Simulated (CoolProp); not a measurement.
A closed Brayton cycle with carbon dioxide: compressor inlet 315.15 K and 9.8 MPa, high pressure 29.3 MPa, turbine inlet 810 K, compressor efficiency 0.8, turbine efficiency 0.85, recuperator effectiveness 0.9 (on enthalpy, no pinch check). Each further row changes one setting.

The numbers come from the reference Helmholtz-energy equation of state, Span 1996 in CoolProp.

```
case                           thermal efficiency (%)  net work (kJ/kg)  compressor to turbine work  compressor exit (K)  turbine exit (K)
-----------------------------  ----------------------  ----------------  --------------------------  -------------------  ----------------
as stated                                        32.7              94.8                        0.28                360.9             686.7
turbine inlet 760 K                              30.9              85.2                        0.30                360.9             640.9
compressor inlet 325.15 K                        30.5              79.1                         [?]                403.3             686.7
high pressure 24.9 MPa                            [?]              84.4                        0.26                353.2             704.5
recuperator effectiveness 0.5                     [?]              94.8                        0.28                360.9             686.7
```

Q: Fill in the missing entries.

A: 
- compressor inlet 325.15 K, compressor to turbine work: 0.40
- high pressure 24.9 MPa, thermal efficiency (%): 31.3
- recuperator effectiveness 0.5, thermal efficiency (%): 21.2
